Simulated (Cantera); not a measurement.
An isothermal, constant-pressure homogeneous reactor starts with CO : O2 : H2O : N2 = 0.018 : 0.051 : 0.00029 : 1 (molar parts), equivalence ratio 0.18, at 1475 K and 760 Torr. Integrator tolerance rtol = 1e-08.

Computed with Cantera and GRI-Mech 3.0 (53 species, 325 reactions).

Problem. What does this change do: 0.0014 parts H2 added?

Solution. 
```tsv
quantity	before	after
x(CO) at 50.0 s	2.85e-7 (gas-phase equilibrium 2.86e-7)	2.87e-7 (gas-phase equilibrium 2.88e-7)
x(O2) at 50.0 s	0.0396 (gas-phase equilibrium 0.0394)	0.0389 (gas-phase equilibrium 0.0387)
x(H2O) at 50.0 s	0.000272 (gas-phase equilibrium 0.000272)	0.00159 (gas-phase equilibrium 0.00159)
x(H2O2) at 50.0 s	9.78e-12 (gas-phase equilibrium 9.76e-12)	5.66e-11 (gas-phase equilibrium 5.65e-11)
x(H2) at 50.0 s	1.84e-9 (gas-phase equilibrium 1.85e-9)	1.09e-8 (gas-phase equilibrium 1.09e-8)
x(NO) at 50.0 s	1.17e-5 (gas-phase equilibrium 0.000514)	6.27e-6 (gas-phase equilibrium 0.000510)
x(CO2) at 50.0 s	0.0170 (gas-phase equilibrium 0.0170)	0.0170 (gas-phase equilibrium 0.0170)
```

Problem. What does this change do: H2O 0.00029 to 4.4e-05 parts?

Solution. 
```tsv
quantity	before	after
x(CO) at 50.0 s	2.85e-7 (gas-phase equilibrium 2.86e-7)	2.85e-7 (gas-phase equilibrium 2.86e-7)
x(O2) at 50.0 s	0.0396 (gas-phase equilibrium 0.0394)	0.0396 (gas-phase equilibrium 0.0394)
x(H2O) at 50.0 s	0.000272 (gas-phase equilibrium 0.000272)	4.11e-5 (gas-phase equilibrium 4.11e-5)
x(H2O2) at 50.0 s	9.78e-12 (gas-phase equilibrium 9.76e-12)	1.48e-12 (gas-phase equilibrium 1.47e-12)
x(H2) at 50.0 s	1.84e-9 (gas-phase equilibrium 1.85e-9)	2.78e-10 (gas-phase equilibrium 2.79e-10)
x(NO) at 50.0 s	1.17e-5 (gas-phase equilibrium 0.000514)	2.60e-5 (gas-phase equilibrium 0.000514)
x(CO2) at 50.0 s	0.0170 (gas-phase equilibrium 0.0170)	0.0170 (gas-phase equilibrium 0.0170)
```
